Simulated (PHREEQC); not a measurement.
## Leach liquor: an equilibrium model

A solution holds 0.0057 mol/kgw HCl, 0.0012 mol/kgw CuSO4 and 0.00087 mol/kgw MgSO4, at 94 °C. Closed to the air; pH follows from the charge balance.

All values are PHREEQC results (ion-association model, phreeqc.dat), not measurements.

```yaml
pH: 2.39
ionic_strength: 0.0104 mol/kgw
specific_conductance: 6370 µS/cm
total_alkalinity: -5.70 meq/kg
```

```csv
species,molality,activity,log γ
Cl-,0.00556,0.00491,-0.053
H+,0.00455,0.00409,-0.046
HSO4-,0.00115,0.00102,-0.053
Cu+2,0.000979,0.000619,-0.199
Mg+2,0.000691,0.000436,-0.200
SO4-2,0.000665,0.000415,-0.206
MgSO4,0.000179,0.000179,0.001
CuCl+,0.000144,0.000127,-0.053
```

This is a speciation only: nothing precipitates in the calculation. Complexes and solids missing from the database can't appear. At this temperature some constants are extrapolated from 25 °C, and those without enthalpy data are left unchanged.
